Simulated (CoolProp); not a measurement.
R21 along the isobar 133 bar: fugacity coefficient from the reference equation and from simpler models built on Tc = 179.6 °C, pc = 52.89 bar, ω = 0.206; each cubic takes its own stable root.

Computed with CoolProp (reference Helmholtz-energy equation of state, Platzer 1990). This equation is an older, rougher fit; its heat capacities, sound speeds and derivatives of the liquid may be far off and weren't checked against measurements.

```csv
T (°C),phase,reference,van der Waals,Soave-Redlich-Kwong,Peng-Robinson
29.95,liquid,0.02251,0.09943,0.02318,0.02211
51.15,liquid,…,0.1317,0.04232,…
72.45,liquid,…,0.1683,0.07050,0.06646
93.65,liquid,0.1036,…,0.1084,0.1019
114.85,liquid,0.1487,0.2509,0.1564,0.1468
136.15,liquid,0.2030,0.2959,…,0.2007
157.35,liquid,0.2644,…,0.2789,0.2616
178.65,liquid,0.3319,…,0.3492,0.3278
199.85,supercritical,…,0.4356,0.4212,0.3957
```

Task: Fill in the missing entries.

Result: 
- 51.15, reference: 0.04089
- 51.15, Peng-Robinson: 0.04008
- 72.45, reference: 0.06771
- 93.65, van der Waals: 0.2082
- 136.15, Soave-Redlich-Kwong: 0.2140
- 157.35, van der Waals: 0.3421
- 178.65, van der Waals: 0.3890
- 199.85, reference: 0.4023
